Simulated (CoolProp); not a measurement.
500 sccm (0 °C, 1 atm) of nitrogen bubbles through liquid hexamethyldisiloxane (MM) at 292.9 K and leaves saturated at a total pressure of 0.0726 MPa (ideal gas phase). Each further row changes one setting.

Values from CoolProp's reference Helmholtz-energy equation of state, Thol 2016.

| case | vapour pressure (kPa) | mole fraction of vapour | delivery (mg/min) | delivery (sccm) | change of delivery for a bath 1 K warmer (%) |
|---|---|---|---|---|---|
| as stated | 4.25 | 0.0585 | ___ | ___ | 5.8 |
| bath temperature 297.9 K | 5.51 | ___ | ___ | 41.0 | 5.6 |
| total pressure 0.145 MPa | 4.25 | ___ | ___ | 15.1 | 5.6 |

Q: What belongs in the gaps?

A: 
- as stated, delivery (mg/min): 225
- as stated, delivery (sccm): 31.1
- bath temperature 297.9 K, mole fraction of vapour: 0.0758
- bath temperature 297.9 K, delivery (mg/min): 297
- total pressure 0.145 MPa, mole fraction of vapour: 0.0293
- total pressure 0.145 MPa, delivery (mg/min): 109
